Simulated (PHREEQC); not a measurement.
Model water analysis in mmol/kgw, 20 °C, pH 3.02, pe 9.8: Na 3.03; K 0.0525; Ca 8.06; Mg 8.07; Cl 9.81; S(6) 14.3; Fe(3) 0.0379.

Valence states are taken as typed.

All values are PHREEQC results (ion-association model, phreeqc.dat), not measurements.

Each row changes one thing in this solution. No solid was allowed to form.

```csv
case,ionic strength (mol/kgw),SO4-2 (mol/kgw),Ca+2 (mol/kgw),Mg+2 (mol/kgw),MgSO4 (mol/kgw),CaSO4 (mol/kgw),SI of Gypsum (CaSO4:2H2O),SI of Jarosite-K (KFe3(SO4)2(OH)6)
as made,0.0490,0.00924,0.00596,0.00564,0.00243,0.00208,-0.33,-1.03
all concentrations times 3 at the same typed pH,0.130,0.0240,0.0161,0.0148,0.00937,0.00806,+0.27,…
Ca from 8.06 to 24.2 mmol/kgw,…,0.00763,0.0197,0.00630,0.00177,…,+0.00,…
```

### Question
Fill in the missing entries.

### Answer

- all concentrations times 3 at the same typed pH, SI of Jarosite-K (KFe3(SO4)2(OH)6): +0.47
- Ca from 8.06 to 24.2 mmol/kgw, ionic strength (mol/kgw): 0.0745
- Ca from 8.06 to 24.2 mmol/kgw, CaSO4 (mol/kgw): 0.00446
- Ca from 8.06 to 24.2 mmol/kgw, SI of Jarosite-K (KFe3(SO4)2(OH)6): -1.07

Some of these states are supersaturated (in Hematite (slow to form), Goethite (slow to form), Gypsum, for instance).
